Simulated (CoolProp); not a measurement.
Decamethyltetrasiloxane (MD2M) at 483.13 K and 0.0157 MPa is compressed adiabatically to 0.0404 MPa with isentropic efficiency 0.6. Each further row changes one setting.

Model: reference Helmholtz-energy equation of state, Thol 2017, in CoolProp.

| case | work (kJ/kg) | final temperature (K) | final density (kg/m³) |
|---|---|---|---|
| as stated | 20.2 | ? | ? |
| efficiency 1 | ? | 490.1 | ? |
| efficiency 0.65 | ? | ? | ? |

### Question
Some entries are withheld; supply them.

### Answer

- as stated, final temperature (K): 494.5
- as stated, final density (kg/m³): 3.12
- efficiency 1, work (kJ/kg): 12.1
- efficiency 1, final density (kg/m³): 3.15
- efficiency 0.65, work (kJ/kg): 18.6
- efficiency 0.65, final temperature (K): 493.6
- efficiency 0.65, final density (kg/m³): 3.13
